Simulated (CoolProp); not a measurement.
500 sccm (0 °C, 1 atm) of nitrogen bubbles through liquid n-perfluorohexane at 274.2 K and leaves saturated at a total pressure of 0.0237 MPa (ideal gas phase). Each further row changes one setting.

Values from CoolProp's reference Helmholtz-energy equation of state, Gao 2022.

```tsv
case	vapour pressure (kPa)	mole fraction of vapour	delivery (mg/min)	delivery (sccm)	change of delivery for a bath 1 K warmer (%)
as stated	9.16	0.386	___	315	___
bath temperature 279.2 K	11.9	0.503	___	507	11
total pressure 0.0474 MPa	9.16	___	1810	___	7.0
```

Question: Complete the blanks.

Answer: 
- as stated, delivery (mg/min): 4750
- as stated, change of delivery for a bath 1 K warmer (%): 9.4
- bath temperature 279.2 K, delivery (mg/min): 7650
- total pressure 0.0474 MPa, mole fraction of vapour: 0.193
- total pressure 0.0474 MPa, delivery (sccm): 120
